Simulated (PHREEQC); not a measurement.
## Acid rinse or clean: an equilibrium model

Consider water at 20 °C with 7 mmol/kgw HNO3, 120 mmol/kgw NaCl and 1.5 mmol/kgw KCl. Closed to the air; pH follows from the charge balance.

The numbers come from PHREEQC with the ion-association model, phreeqc.dat.

No solid was allowed to form.

Question: Predict the pH.

Answer: pH 2.24.
